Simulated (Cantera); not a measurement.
Equilibrium for silicon etching in halogen gases: Si + HBr

Feed: 1 mol Si, a varied amount of HBr, held at 1350 K and 1.33 mbar.

Method: chemical equilibrium by Gibbs-energy minimisation in Cantera with the NASA 1993 tables (ideal gas, pure condensed phases). Candidate condensed phases: Br2, Si; 19 gas species. The tables' values for SiBr3, SiBr are old estimates; treat these amounts as uncertain. The numbers say what is thermodynamically allowed, not how fast it happens.

```
n(HBr) (mol)  log p HBr  log p H2  log p SiBr2  log p Br  log p SiBr4  log p SiBr3  log p SiHBr3  n Si(s)
------------  ---------  --------  -----------  --------  -----------  -----------  ------------  -------
1.7               -3.47     -3.30        -3.33     -5.17        -5.17        -5.01         -6.46    0.383
2.7               -3.47     -3.30        -3.33     -5.17        -5.17        -5.01         -6.46   0.0208
3.7               -3.25     -3.40        -3.48     -4.90        -4.78        -4.89         -6.38        0
4.8               -3.15     -3.49        -3.61     -4.75        -4.62        -4.88         -6.42        0
5.8               -3.10     -3.55        -3.71     -4.67        -4.56        -4.90         -6.47        0
6.8               -3.06     -3.61        -3.80     -4.61        -4.53        -4.93         -6.52        0
7.9               -3.04     -3.65        -3.89     -4.56        -4.51        -4.96         -6.58        0
8.9               -3.02     -3.69        -3.95     -4.52        -4.51        -5.00         -6.63        0
9.9               -3.01     -3.73        -4.02     -4.49        -4.51        -5.03         -6.68        0
11                -3.00     -3.76        -4.08     -4.47        -4.52        -5.06         -6.73        0
```
log p: log10 of the partial pressure in bar; n: condensed amount in mol.

From 1.7 mol HBr to 2.7 mol HBr the condensed part is Si(s). From 3.7 mol HBr to 11 mol HBr nothing is condensed. The main Si-bearing gas is SiBr2 throughout.
